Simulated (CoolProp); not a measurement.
Properties of carbon monoxide along the isotherm 104.9 K (Tc = 132.9 K, pc = 34.98 bar, ω = 0.050).

Model: reference Helmholtz-energy equation of state, Lemmon 2006, in CoolProp. It is a short technical equation, of lower accuracy than the large ones.

| p (bar) | phase | Z | speed of sound (m/s) | expansivity (1/kK) |
|---|---|---|---|---|
| 1.11 | gas | 0.9787 | 206.3 | 10.14 |
| 1.87 | gas | 0.9637 | 204.5 | 10.60 |
| 3.15 | gas | 0.9373 | 201.4 | 11.51 |
| 5.32 | gas | 0.8888 | … | … |
| 8.97 | liquid | 0.04242 | … | 8.886 |
| 15.1 | liquid | 0.07104 | … | … |
| 25.6 | liquid | 0.1194 | 654.6 | 8.092 |
| 43.1 | liquid | 0.1985 | 680.6 | 7.452 |
| 72.8 | liquid | 0.3292 | … | 6.644 |
| 123 | liquid | … | 774.8 | 5.723 |
| 207 | liquid | 0.8826 | 850.8 | 4.778 |
| 350 | liquid | 1.432 | 953.5 | … |

Task: Complete the blanks.

Result: 
- 5.32, speed of sound (m/s): 195.4
- 5.32, expansivity (1/kK): 13.56
- 8.97, speed of sound (m/s): 626.6
- 15.1, speed of sound (m/s): 637.4
- 15.1, expansivity (1/kK): 8.566
- 72.8, speed of sound (m/s): 719.4
- 123, Z: 0.5421
- 350, expansivity (1/kK): 3.874
